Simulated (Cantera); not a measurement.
An isothermal, constant-pressure homogeneous reactor starts with C₂H₄ : H₂ = 1 : 46 (molar parts), at 1675 K and 100000 Pa.

Computed with Cantera and GRI-Mech 3.0 (53 species, 325 reactions). GRI-Mech 3.0 was tuned for natural gas; its chemistry of ethylene as a main component is partial and can be far from experiment. GRI-Mech 3.0 stops at C3 and has no aromatics, soot or wall deposition, so with more carbon than oxygen in the feed, carbon stays in small species such as C2H2 where larger ones or solid carbon would form.

x: mole fraction; the columns are a selection and need not sum to one.

```csv
t (s),x C₂H₄,x H₂,x CH₂,x CH₃,x C₂H
2.00e-6,0.0213,0.979,<1e-12,9.88e-12,<1e-12
1.29e-5,0.0212,0.979,8.29e-12,2.85e-10,<1e-12
8.38e-5,0.0209,0.979,6.13e-11,8.27e-9,7.08e-12
0.000543,?,0.979,8.38e-10,?,?
0.00352,0.00140,0.979,4.30e-10,2.01e-6,1.31e-8
0.0228,0.00107,0.978,7.86e-10,4.86e-6,1.29e-8
0.147,?,0.975,?,?,?
0.954,0.000705,0.971,4.68e-9,3.91e-5,7.26e-9
6.18,0.000697,0.970,4.77e-9,3.99e-5,7.16e-9
40.0,0.000697,0.970,4.77e-9,3.99e-5,7.16e-9
```

Task: Fill in the missing entries.

Result: 
- 0.000543, x C₂H₄: 0.0171
- 0.000543, x CH₃: 3.17e-7
- 0.000543, x C₂H: 1.24e-9
- 0.147, x C₂H₄: 0.000938
- 0.147, x CH₂: 2.28e-9
- 0.147, x CH₃: 1.76e-5
- 0.147, x C₂H: 1.02e-8
